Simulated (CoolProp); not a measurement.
Ammonia along the isobar 15200 kPa: density (kg/m³) from the reference equation and from simpler models built on Tc = 405.6 K, pc = 11360 kPa, ω = 0.256; each cubic takes its own stable root.

Model: reference Helmholtz-energy equation of state, Gao 2020, in CoolProp.

```csv
T (K),phase,reference
219.8,liquid,712.0
233.1,liquid,696.8
246.3,liquid,681.4
259.5,liquid,665.5
272.8,liquid,648.9
286,liquid,631.8
299.2,liquid,614.0
312.4,liquid,595.3
325.7,liquid,575.3
338.9,liquid,554.1
352.1,liquid,531.0
365.3,liquid,505.4
378.6,liquid,475.8
391.8,liquid,440.3
405,liquid,392.3
```

### Question
How far does each simpler model (van der Waals, Soave-Redlich-Kwong, Peng-Robinson) lie from the reference over these 15 states: mean and median of the absolute difference, and the worst?

### Answer
- van der Waals: mean 45.0 %, median 45.6 %, worst -47.3 % at 219.8 K and 15200 kPa
- Soave-Redlich-Kwong: mean 21.9 %, median 21.0 %, worst -27.0 % at 405 K and 15200 kPa
- Peng-Robinson: mean 12.1 %, median 11.0 %, worst -19.1 % at 405 K and 15200 kPa
